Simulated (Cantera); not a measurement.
What does this Cantera script print?

```python
import numpy as np
import cantera as ct

gas = ct.Solution("gri30.yaml")
gas.TPX = 1400, 24000, {'C3H8': 1, 'O2': 8.62, 'N2': 32.4, 'H2O': 2.7, 'H2': 1.7}
reactor = ct.IdealGasReactor(gas, energy="on", clone=False)
net = ct.ReactorNet([reactor])
net.rtol, net.atol = 1e-08, 1e-16
show = ['C3H8', 'O2', 'H2O', 'H2O2', 'CH3']
times = np.geomspace(9e-06, 1, 13)

steps = ct.SolutionArray(gas, extra=["t"])
rows = []
print(f"{'t/s':>10s}{'T/K':>9s}{'P/Pa':>11s}" + "".join(f"{s:>11s}" for s in show))
for t in times:
    while net.time < t:
        t_next = net.step()
        steps.append(gas.state, t=t_next)
    rows.append([np.interp(t, steps.t, y) for y in (steps.T, steps.P, *steps(*show).X.T)])
    print(f"{t:10.3e}{rows[-1][0]:9.1f}{rows[-1][1]:11.4g}" + "".join(f"{x:11.3e}" for x in rows[-1][2:]))
rate = np.gradient(steps.T, steps.t)
print("integrator steps:", len(steps.t))
if steps.T.max() > steps.T[0] + 200:
    print(f"time of steepest temperature rise: {steps.t[rate.argmax()]:.4e} s")
gas.TPX = 1400, 24000, {'C3H8': 1, 'O2': 8.62, 'N2': 32.4, 'H2O': 2.7, 'H2': 1.7}
gas.equilibrate("UV")
print(f"equilibrium (UV): T = {gas.T:.1f} K  " + "  ".join(f"{s} {gas[s].X[0]:.3e}" for s in show))
```

Output:

```
       t/s      T/K       P/Pa       C3H8         O2        H2O       H2O2        CH3
 9.000e-06   1399.3  2.399e+04  2.147e-02  1.857e-01  5.816e-02  4.475e-08  7.091e-05
 2.370e-05   1397.9  2.397e+04  2.126e-02  1.856e-01  5.820e-02  5.029e-07  2.407e-04
 6.240e-05   1395.0  2.395e+04  2.040e-02  1.851e-01  5.845e-02  2.567e-06  7.442e-04
 1.643e-04   1396.5  2.407e+04  1.646e-02  1.828e-01  6.013e-02  3.484e-06  1.536e-03
 4.327e-04   2224.4  4.032e+04  2.547e-48  6.645e-02  1.330e-01  1.177e-07  3.019e-16
 1.139e-03   2554.1   4.53e+04  8.740e-49  6.265e-02  1.500e-01  1.701e-07  2.639e-16
 3.000e-03   2603.2  4.601e+04  1.226e-48  6.092e-02  1.530e-01  2.229e-07  3.023e-16
 7.900e-03   2597.8  4.589e+04  1.217e-48  5.879e-02  1.534e-01  2.172e-07  2.961e-16
 2.080e-02   2592.8  4.578e+04  1.208e-48  5.683e-02  1.538e-01  2.119e-07  2.903e-16
 5.477e-02   2591.9  4.576e+04  1.206e-48  5.647e-02  1.539e-01  2.110e-07  2.893e-16
 1.442e-01   2591.9  4.576e+04  1.206e-48  5.647e-02  1.539e-01  2.110e-07  2.893e-16
 3.798e-01   2591.9  4.576e+04  1.206e-48  5.647e-02  1.539e-01  2.110e-07  2.893e-16
 1.000e+00   2591.9  4.576e+04  1.206e-48  5.647e-02  1.539e-01  2.110e-07  2.893e-16
integrator steps: 1733
time of steepest temperature rise: 3.3333e-04 s
equilibrium (UV): T = 2591.9 K  C3H8 2.414e-48  O2 5.647e-02  H2O 1.539e-01  H2O2 2.110e-07  CH3 4.046e-16
```

Cantera simulation using GRI-Mech 3.0 (53 species, 325 reactions); the numbers are that mechanism's predictions, not measurements. GRI-Mech 3.0 was tuned for natural gas; its chemistry of propane as a main component is partial and can be far from experiment.
